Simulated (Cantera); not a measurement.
Catalytic combustion on Pt

An isothermal plug-flow reactor at 623 K and 1.70 bar (inlet), inlet velocity 2.4 m/s, active area per volume 2700 1/m; feed 0.401 % CO, 8.47 % O₂, 90.4 % N₂, 0.698 % H₂O, equivalence ratio 0.024.

Detailed kinetics in Cantera: Deutschmann's 1995 Pt surface mechanism with GRI-Mech 3.0 gas chemistry. Catalytic surfaces can have several steady states; this one follows from the mechanism file's or the stated starting coverage. Mass transfer to the wall is taken as infinitely fast.

```json
[
 {"z (m)": "0.00077", "x CO": "0.00400", "x O₂": "0.0847", "x H₂O": "0.00698", "x CO₂": "6.20e-6", "θ free Pt": "0.00248", "θ O*": "0.995", "θ OH*": "0.00190"},
 {"z (m)": "0.0017", "x CO": "0.00399", "x O₂": "0.0847", "x H₂O": "0.00698", "x CO₂": "1.36e-5", "θ free Pt": "0.00247", "θ O*": "0.995", "θ OH*": "0.00190"},
 {"z (m)": "0.0036", "x CO": "0.00398", "x O₂": "0.0847", "x H₂O": "0.00698", "x CO₂": "2.87e-5", "θ free Pt": "0.00246", "θ O*": "0.995", "θ OH*": "0.00190"},
 {"z (m)": "0.0077", "x CO": "0.00395", "x O₂": "0.0847", "x H₂O": "0.00698", "x CO₂": "6.04e-5", "θ free Pt": "0.00243", "θ O*": "0.995", "θ OH*": "0.00188"},
 {"z (m)": "0.017", "x CO": "0.00388", "x O₂": "0.0846", "x H₂O": "0.00698", "x CO₂": "0.000129", "θ free Pt": "0.00237", "θ O*": "0.995", "θ OH*": "0.00186"},
 {"z (m)": "0.036", "x CO": "0.00375", "x O₂": "0.0846", "x H₂O": "0.00698", "x CO₂": "0.000256", "θ free Pt": "0.00227", "θ O*": "0.995", "θ OH*": "0.00182"},
 {"z (m)": "0.077", "x CO": "0.00352", "x O₂": "0.0845", "x H₂O": "0.00698", "x CO₂": "0.000490", "θ free Pt": "0.00212", "θ O*": "0.996", "θ OH*": "0.00176"}
]
```
x: gas mole fraction; θ: surface coverage.
